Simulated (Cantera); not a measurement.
A freely propagating, adiabatic, planar premixed flame of CH4 : O2 : N2 = 1 : 2.5 : 9.4 (molar parts), unburnt at 348 K and 82.5 Torr; mixture-averaged transport, grid criteria slope 0.08 and curve 0.16, no radiation.

Model: GRI-Mech 3.0 (53 species, 325 reactions), integrated in Cantera. Burning velocities carry a grid error of a few per cent, more on coarse grids.

What does this change do: inlet temperature 348 to 375 K?


```tsv
quantity	before	after
laminar burning velocity	65.9 cm/s	74.5 cm/s
thermal thickness	2.99 mm	2.92 mm
peak x(CH2O)	0.000711	0.000733
peak x(C2H6)	0.000547	0.000562
peak x(CH2)	2.36e-5	2.49e-5
```

What does this change do: inlet temperature 348 to 675 K?


| quantity | before | after |
|---|---|---|
| laminar burning velocity | 65.9 cm/s | 216 cm/s |
| thermal thickness | 2.99 mm | 2.41 mm |
| peak x(CH2O) | 0.000711 | 0.00102 |
| peak x(C2H6) | 0.000547 | 0.000777 |
| peak x(CH2) | 2.36e-5 | 4.43e-5 |
